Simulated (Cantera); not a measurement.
Input: 1 mol PbO, 1700 mol H₂, 88 mol N₂, held at 850 K and 2700 Pa.

Cantera equilibrium calculation (NASA polynomials, part measured and part estimated; ideal gas, pure solids and liquids). Candidate condensed phases: H₂O, Pb, PbO, PbO₂, Pb₃O₄; 27 gas species. The numbers say what is thermodynamically allowed, not how fast it happens.

Base state: H₂ 0.950, N₂ 0.0492, H₂O 0.000559, Pb 1.18e-5, NH₃ 1.03e-5 (mole fractions); condensed: Pb(l).

Q: What changes in the equilibrium state with this change: temperature from 850 K to 1998 K?

A: 
| species | before | after |
|---|---|---|
| H₂ | 0.950 | 0.940 |
| N₂ | 0.0492 | 0.0490 |
| H | <1e-9 | 0.00947 |
| Pb | 1.18e-5 | 0.000556 |
| NH₃ | 1.03e-5 | 1.10e-7 |
| H₂O | 0.000559 | 0.000556 |
| Pb(l), mol | 0.979 | 0 |
